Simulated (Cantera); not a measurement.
What does this Cantera script print?

```python
import numpy as np
import cantera as ct

gas_names = """
    CL CL2 H HCL H2 Sr SrCL SrCL2
""".split()
cond_names = """
    Sr(a) Sr(b) Sr(L) SrCL2(a) SrCL2(b) SrCL2(L)
""".split()


# ... load() reads the species with a 1 bar reference pressure and builds the phases ...
atoms = {
    'SrCl2': {'Sr': 1, 'CL': 2},
    'HCl': {'H': 1, 'CL': 1},
    'H2': {'H': 2},
}
top_T = {}  # K; cautious upper limits of use, not melting points


# ... equilibrate(T, P, feed) seeds the gas with the atoms and calls Mixture.equilibrate('TP', solver="vcs", rtol=1e-11, max_steps=5000) ...
results = []
feed = {'SrCl2': 1, 'HCl': 0.57, 'H2': 240}  # mol
T = 975  # K
P = 1000  # Pa
mix = equilibrate(T, P, feed)
results.append((T, P, feed, dict(zip(mix.species_names, mix.species_moles))))
x = sorted(zip(gas.X, gas.species_names), reverse=True)
print(f"T = {T:g} K  P = {P:g} Pa  gas = {mix.phase_moles(0):.4g} mol")
print("   x: " + "  ".join(f"{s} {v:.3e}" for v, s in x if v > 1e-06))
print("   condensed (mol): " + ("  ".join(f"{mix.phase(i).name} {mix.phase_moles(i):.4g}"
      for i in range(1, mix.n_phases) if mix.phase_moles(i) > 1e-12) or "none"))
```

Output:

```
T = 975 K  P = 1000 Pa  gas = 240.6 mol
   x: H2 9.976e-01  HCL 2.369e-03
   condensed (mol): SrCL2(a) 1
```

Equilibrium computed with Cantera from the NASA thermochemical tables; the gas is ideal and each condensed phase is pure.
